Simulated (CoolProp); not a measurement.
Computed with CoolProp (reference Helmholtz-energy equation of state, Schmidt 1985).

Task: Give the vapour pressure (bar), vapour density (kg/m³), enthalpy of vaporisation (kJ/kg), liquid cp (kJ/(kg K)) of saturated oxygen at -171.85, -147.85 °C.

Result: 
```csv
T (°C),p (bar),vapour density (kg/m³),enthalpy of vaporisation (kJ/kg),liquid cp (kJ/(kg K))
-171.85,2.83,11.5,201,1.74
-147.85,13.7,53.0,163,2.03
```
